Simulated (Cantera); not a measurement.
Feed: 1 mol C2F6, 0.013 mol Si, 0.09 mol HCl, equilibrated at 13300 Pa.

Cantera equilibrium calculation (NASA polynomials, part measured and part estimated; ideal gas, pure solids and liquids). Candidate condensed phases: C, C6H6, C7H8, C8H18, Si, SiC; 143 gas species. The feed counts by its element totals alone. The tables' values for SiF3, C2F4 are old estimates; treat these amounts as uncertain. Gases not in the tables: C2F6 and larger saturated fluorocarbons. Kinetics and transport are ignored.

x: gas mole fraction; n: condensed amount in mol.

```csv
T (K),x CF4,x F,x CF2,x CF,x HF,x Cl,x CF3,x Cl2,x HCl,x CClF3,n C(graphite)
1098,0.909,8.10e-10,2.93e-8,<1e-12,0.0415,0.000490,6.07e-8,0.0146,0.0147,0.0114,0.525
1248,0.905,5.20e-8,1.19e-6,<1e-12,0.0472,0.00270,1.22e-6,0.0165,0.00885,0.0111,0.527
1398,0.901,1.37e-6,2.16e-5,8.40e-11,0.0505,0.00949,1.27e-5,0.0153,0.00531,0.0101,0.529
1548,0.895,1.91e-5,0.000222,4.78e-9,0.0523,0.0227,8.39e-5,0.0107,0.00299,0.00804,0.531
1698,0.887,0.000168,0.00149,1.32e-7,0.0533,0.0375,0.000394,0.00519,0.00149,0.00536,0.531
1848,0.876,0.00103,0.00730,2.12e-6,0.0536,0.0467,0.00143,0.00187,0.000672,0.00311,0.528
1998,0.850,0.00482,0.0277,2.22e-5,0.0531,0.0500,0.00419,0.000623,0.000302,0.00171,0.512
2148,0.778,0.0179,0.0841,0.000164,0.0511,0.0496,0.0101,0.000210,0.000139,0.000914,___
2298,0.622,0.0539,0.204,0.000892,0.0462,0.0455,0.0193,6.95e-5,6.38e-5,0.000438,___
2448,0.376,0.132,0.380,0.00365,0.0381,0.0378,0.0271,2.11e-5,2.80e-5,0.000163,___
2598,0.158,0.279,0.465,0.00929,0.0296,0.0294,0.0249,6.20e-6,1.19e-5,4.27e-5,0
2748,0.0362,0.424,0.452,0.0223,0.0236,0.0236,0.0146,2.08e-6,7.13e-6,8.21e-6,0
2898,0.00582,0.523,0.370,0.0486,0.0208,0.0208,0.00646,9.03e-7,6.16e-6,1.44e-6,___
3048,0.000879,0.624,0.248,0.0796,0.0185,0.0186,0.00246,4.27e-7,5.49e-6,2.38e-7,___
```

Problem. What belongs in the gaps?

Solution. 
- 2148, n C(graphite): 0.464
- 2298, n C(graphite): 0.352
- 2448, n C(graphite): 0.142
- 2898, n C(graphite): 0.123
- 3048, n C(graphite): 0.331
